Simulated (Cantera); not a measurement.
Charge: 1 mol trisilylamine, 0.58 mol N2, equilibrated at 0.975 Torr.

Method: chemical equilibrium by Gibbs-energy minimisation in Cantera with the NASA 1993 tables (ideal gas, pure condensed phases). Candidate condensed phases: Si, Si3N4; 18 gas species. The feed counts by its element totals alone. Mutual solubility and eutectic melting of coexisting phases are not modelled. Gases not in the tables: Si2H6 and higher silanes. Rates play no part.

### Question
Which condensed phases are stable at each of these points (T (K)): 1175, 1225, 1275, 1325, 1375, 1425, 1475, 1525, 1575, 1625, 1675, 1725, 1775?

### Answer
```json
[
 {"T (K)": "1175", "condensed phases": "Si(s) + Si3N4(s)", "Si condensed (%)": "100.0"},
 {"T (K)": "1225", "condensed phases": "Si(s) + Si3N4(s)", "Si condensed (%)": "100.0"},
 {"T (K)": "1275", "condensed phases": "Si(s) + Si3N4(s)", "Si condensed (%)": "100.0"},
 {"T (K)": "1325", "condensed phases": "Si(s) + Si3N4(s)", "Si condensed (%)": "100.0"},
 {"T (K)": "1375", "condensed phases": "Si(s) + Si3N4(s)", "Si condensed (%)": "100.0"},
 {"T (K)": "1425", "condensed phases": "Si(s) + Si3N4(s)", "Si condensed (%)": "100.0"},
 {"T (K)": "1475", "condensed phases": "Si(s) + Si3N4(s)", "Si condensed (%)": "100.0"},
 {"T (K)": "1525", "condensed phases": "Si(s) + Si3N4(s)", "Si condensed (%)": "100.0"},
 {"T (K)": "1575", "condensed phases": "Si(s) + Si3N4(s)", "Si condensed (%)": "100.0"},
 {"T (K)": "1625", "condensed phases": "Si(s)", "Si condensed (%)": "100.0"},
 {"T (K)": "1675", "condensed phases": "Si(s)", "Si condensed (%)": "99.9"},
 {"T (K)": "1725", "condensed phases": "Si(l)", "Si condensed (%)": "99.8"},
 {"T (K)": "1775", "condensed phases": "Si(l)", "Si condensed (%)": "99.7"}
]
```

From 1175 K to 1575 K the condensed part is Si(s) + Si3N4(s). From 1625 K to 1675 K the condensed part is Si(s). From 1725 K to 1775 K the condensed part is Si(l).
